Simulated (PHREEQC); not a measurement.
A column of 0.1 m (30 cells, dispersivity 0.0035 m, 720 s a shift, diffusion coefficient 3e-10 m²/s) holds 0.037 eq of the database's cation exchanger X per kg of pore water, first in equilibrium with 6.7 mmol/kgw NaCl, 0.46 mmol/kgw KCl and 0.01 mmol/kgw HCl. It is flushed with 0.038 mol/kgw KBr, 0.026 mol/kgw KCl, 0.021 mol/kgw NH4Cl and 1e-05 mol/kgw HCl, at 25 °C. Values are for the last cell. No CO2 enters from the air. No solid was allowed to form.

All values are PHREEQC results (ion-association model, phreeqc.dat), not measurements.

```csv
pore volumes,Br in solution (mol/kgw),NH4 in solution (mol/kgw),Na in solution (mol/kgw)
0,0,0,0.00670
0.1167,0,0,0.00670
0.3167,7.03e-8,0,0.00670
0.4167,1.70e-5,0,0.00673
0.5167,0.000301,0,0.00728
0.7167,0.00496,1.27e-11,0.0162
0.8167,0.0101,2.54e-8,0.0260
1.017,0.0220,0.000149,0.0481
1.117,0.0269,0.00157,0.0514
1.217,0.0307,0.00578,0.0415
1.417,0.0352,0.0143,0.0179
1.517,0.0363,0.0168,0.0110
1.617,0.0370,0.0184,0.00662
1.817,0.0377,0.0200,0.00231
1.917,0.0378,0.0204,0.00135
2.017,0.0379,0.0207,0.000778
2.217,0.0380,0.0209,0.000255
2.317,0.0380,0.0209,0.000145
2.517,0.0380,0.0210,4.63e-5
2.617,0.0380,0.0210,2.60e-5
2.717,0.0380,0.0210,1.46e-5
2.917,0.0380,0.0210,4.54e-6
3.017,0.0380,0.0210,2.53e-6
```
